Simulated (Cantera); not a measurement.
A Cantera script and its output.

```python
import numpy as np
import cantera as ct

gas = ct.Solution("h2o2.yaml")
gas.TPX = 1325, 2666, {'H2': 0.012, 'O2': 1}
reactor = ct.IdealGasConstPressureReactor(gas, energy="off", clone=False)
net = ct.ReactorNet([reactor])
net.rtol, net.atol = 1e-08, 1e-18
show = ['H2', 'O2', 'HO2', 'OH', 'H2O']
times = np.geomspace(0.0003, 5, 12)

steps = ct.SolutionArray(gas, extra=["t"])
rows = []
print(f"{'t/s':>10s}{'T/K':>9s}{'P/Pa':>11s}" + "".join(f"{s:>11s}" for s in show))
for t in times:
    while net.time < t:
        t_next = net.step()
        steps.append(gas.state, t=t_next)
    rows.append([np.interp(t, steps.t, y) for y in (steps.T, steps.P, *steps(*show).X.T)])
    print(f"{t:10.3e}{rows[-1][0]:9.1f}{rows[-1][1]:11.4g}" + "".join(f"{x:11.3e}" for x in rows[-1][2:]))
rate = np.gradient(steps.T, steps.t)
print("integrator steps:", len(steps.t))
if steps.T.max() > steps.T[0] + 200:
    print(f"time of steepest temperature rise: {steps.t[rate.argmax()]:.4e} s")
gas.TPX = 1325, 2666, {'H2': 0.012, 'O2': 1}
gas.equilibrate("TP")
print(f"equilibrium (TP): T = {gas.T:.1f} K  " + "  ".join(f"{s} {gas[s].X[0]:.3e}" for s in show))
```

Result:

```
       t/s      T/K       P/Pa         H2         O2        HO2         OH        H2O
 3.000e-04   1325.0       2666  1.186e-02  9.881e-01  5.509e-08  1.173e-07  1.080e-07
 7.260e-04   1325.0       2666  1.185e-02  9.881e-01  1.386e-07  1.882e-06  2.535e-06
 1.757e-03   1325.0       2666  1.011e-02  9.865e-01  1.510e-06  8.171e-04  1.267e-03
 4.251e-03   1325.0       2666  6.471e-05  9.773e-01  1.296e-06  1.333e-03  1.090e-02
 1.029e-02   1325.0       2666  5.116e-05  9.782e-01  1.218e-06  1.243e-03  1.100e-02
 2.490e-02   1325.0       2666  4.220e-05  9.800e-01  1.108e-06  1.130e-03  1.113e-02
 6.025e-02   1325.0       2666  2.806e-05  9.827e-01  9.003e-07  9.226e-04  1.133e-02
 1.458e-01   1325.0       2666  1.324e-05  9.855e-01  5.957e-07  6.351e-04  1.156e-02
 3.528e-01   1325.0       2666  4.280e-06  9.872e-01  2.974e-07  3.620e-04  1.173e-02
 8.538e-01   1325.0       2666  1.075e-06  9.878e-01  1.133e-07  1.819e-04  1.183e-02
 2.066e+00   1325.0       2666  2.537e-07  9.880e-01  3.880e-08  8.859e-05  1.188e-02
 5.000e+00   1325.0       2666  6.527e-08  9.880e-01  1.834e-08  4.503e-05  1.191e-02
integrator steps: 1543
equilibrium (TP): T = 1325.0 K  H2 9.918e-09  O2 9.881e-01  HO2 2.106e-08  OH 1.761e-05  H2O 1.192e-02
```

Detailed kinetics in Cantera: the H2/O2 subset of GRI-Mech 3.0, which has no nitrogen chemistry. Radical loss at walls, strong at low pressure, is not modelled.
